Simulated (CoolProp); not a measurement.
Model: reference Helmholtz-energy equation of state, Lemmon 2006, in CoolProp. It is a short technical equation, of lower accuracy than the large ones.

Q: For carbonyl sulfide, give the phase and the cp (kJ/(kg K)) at 333.5 K and 0.101 MPa.

A: 
- 333.5 K and 0.101 MPa: gas; cp 0.726
